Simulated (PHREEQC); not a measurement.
A PHREEQC input (ion-association model, phreeqc.dat):

```
SOLUTION 1
  temp 298.15
  units mg/kgw
  pH 6.65
  pe 8.5
  Na 0.00219
  K 3.31e-07
  Ca 0.0401
  Mg 0.00546
  Cl 0.00366
  S(6) 0.0193 as SO4
  Alkalinity 0.131 as HCO3
  Pb 0.00359
  Cd 0.000238
END
USE solution 1
EQUILIBRIUM_PHASES 1
  Gypsum 0 0
  CO2(g) -2.5 10
END
```

It stops with these messages:

```
WARNING: Maximum iterations exceeded, 100
WARNING: Maximum iterations exceeded, 100
WARNING: The program has failed to converge to a numerical solution.
ERROR:           Alkalinity has not converged. Total: 2.146869e-06	Calculated: -2.453912e-07	Residual: 2.392260e-06
ERROR: Is non-carbonate alkalinity greater than total alkalinity?
ERROR:                   Ca has not converged. Total: 1.000499e-06	Calculated: 4.024869e-07	Residual: 5.980121e-07
ERROR:                   Cd has not converged. Total: 2.117438e-09	Calculated: 1.142359e-10	Residual: 2.003202e-09
ERROR:                   Cl has not converged. Total: 1.032353e-07	Calculated: 1.034751e-07	Residual: -2.398143e-10
ERROR:                    K has not converged. Total: 8.465040e-12	Calculated: 8.484743e-12	Residual: -1.970331e-14
ERROR:                   Mg has not converged. Total: 2.245805e-07	Calculated: 1.410731e-07	Residual: 8.350739e-08
ERROR:                   Na has not converged. Total: 9.525964e-08	Calculated: 9.548017e-08	Residual: -2.205296e-10
ERROR:                   Pb has not converged. Total: 1.732709e-08	Calculated: 9.554445e-09	Residual: 7.772646e-09
ERROR:                 S(6) has not converged. Total: 2.009077e-07	Calculated: 2.214316e-07	Residual: -2.052387e-08
ERROR:               A(H2O) Activity of water has not converged. 	Residual: 1.600000e+01
ERROR: Model failed to converge for initial solution  1.
```

Problem. What went wrong, and how is it mended?

Solution. The fault: the temperature typed in kelvin. The line should read `temp 25` where the input has `temp 298.15`. With the mend the run ends at pH 5.23 and ionic strength 1.00e-5 mol/kgw.
